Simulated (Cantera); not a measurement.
What does this Cantera script print?

```python
import numpy as np
import cantera as ct

surf = ct.Interface("ptcombust.yaml", "Pt_surf")
gas = surf.adjacent["gas"]
gas.TPX = 748, 200000, {'CO': 0.0044, 'O2': 0.043, 'N2': 0.79}
surf.TP = 748, 200000
reactor = ct.FlowReactor(gas, clone=False)
reactor.area = 0.0001  # m2
reactor.surface_area_to_volume_ratio = 2200  # 1/m
reactor.mass_flow_rate = 2.3 * reactor.area * gas.density  # inlet velocity 2.3 m/s
reactor.energy_enabled = False
wall = ct.ReactorSurface(surf, reactor, clone=False)
net = ct.ReactorNet([reactor])
net.rtol, net.atol = 1e-8, 1e-16
show, cover = ['CO', 'O2', 'H2O', 'CO2'], ['PT(S)', 'H(S)', 'O(S)', 'OH(S)', 'CO(S)', 'C(S)']

rows = []
print(f"{'z/m':>9s}{'u/(m/s)':>9s}" + "".join(f"{s:>13s}" for s in show + cover))
for z in [0.00092, 0.0016, 0.0029, 0.0052, 0.0092, 0.016, 0.029, 0.052, 0.092]:
    net.advance(z)
    rows.append([reactor.speed, *gas[show].X, *surf[cover].coverages])
    print(f"{z:9.4g}{rows[-1][0]:9.3g}" + "".join(f"{x:13.4e}" for x in rows[-1][1:]))
```

Output:

```
      z/m  u/(m/s)           CO           O2          H2O          CO2        PT(S)         H(S)         O(S)        OH(S)        CO(S)         C(S)
  0.00092      2.3   1.9803e-03   4.9792e-02   1.4888e-29   3.2827e-03   2.9770e-02  -6.3484e-26   9.6879e-01  -5.0251e-20   1.4424e-03   4.1201e-17
   0.0016      2.3   1.6910e-03   4.9655e-02   2.7757e-29   3.5728e-03   2.6387e-02   2.1245e-23   9.7265e-01   4.2657e-18   9.6392e-04   2.4308e-17
   0.0029      2.3   1.3324e-03   4.9484e-02  -3.0728e-29   3.9323e-03   2.3506e-02   6.6036e-25   9.7589e-01   6.6164e-19   6.0078e-04   1.3451e-17
   0.0052      2.3   9.4755e-04   4.9301e-02   1.1083e-28   4.3181e-03   2.1300e-02   5.6742e-22   9.7835e-01  -5.4690e-17   3.4997e-04   7.0824e-18
   0.0092     2.29   5.7634e-04   4.9125e-02   2.1934e-30   4.6903e-03   1.9688e-02   1.6690e-27   9.8013e-01   1.4040e-21   1.8155e-04   3.3898e-18
    0.016     2.29   2.7486e-04   4.8981e-02  -6.0951e-30   4.9926e-03   1.8626e-02  -6.0039e-25   9.8130e-01   8.2559e-19   7.7407e-05   1.3658e-18
    0.029     2.29   7.5171e-05   4.8886e-02  -2.5257e-30   5.1928e-03   1.8014e-02  -3.2360e-26   9.8197e-01  -4.7625e-20   1.9788e-05   3.3743e-19
    0.052     2.29   8.2984e-06   4.8855e-02   1.1009e-30   5.2599e-03   1.7822e-02   5.2438e-27   9.8218e-01   7.8667e-21   2.1378e-06   3.6060e-20
    0.092     2.29   1.8592e-07   4.8851e-02  -3.4491e-33   5.2680e-03   1.7800e-02   6.4211e-26   9.8220e-01   9.5686e-20   4.7771e-08   8.0473e-22
```

Model: Deutschmann's 1995 Pt surface mechanism with GRI-Mech 3.0 gas chemistry, integrated in Cantera. Catalytic surfaces can have several steady states; this one follows from the mechanism file's or the stated starting coverage. Mass transfer to the wall is taken as infinitely fast.
